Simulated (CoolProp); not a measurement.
A simple Rankine cycle with toluene: condensing at 310.15 K, boiler at 0.116 MPa, turbine inlet 538.5 K, turbine efficiency 0.65, pump efficiency 0.6, no recuperator. Each further row changes one setting.

Computed with CoolProp (reference Helmholtz-energy equation of state, Lemmon 2006). It is a short technical equation, of lower accuracy than the large ones.

```
case                             thermal efficiency (%)  net work (kJ/kg)  heat in (kJ/kg)  turbine exit temperature (K)  volume ratio over the turbine
-------------------------------  ----------------------  ----------------  ---------------  ----------------------------  -----------------------------
as stated                                          10.8              82.8              767                         493.7                           15.7
turbine inlet 558.5 K                              10.7              86.1              807                         513.4                           15.7
condensing temperature 302.15 K                    12.0              93.3              781                         487.9                           22.9
boiler pressure 0.0812 MPa                          9.5              73.1              768                         499.3                           11.1
turbine efficiency 0.55                             9.1              70.0              767                         500.6                           15.9
```
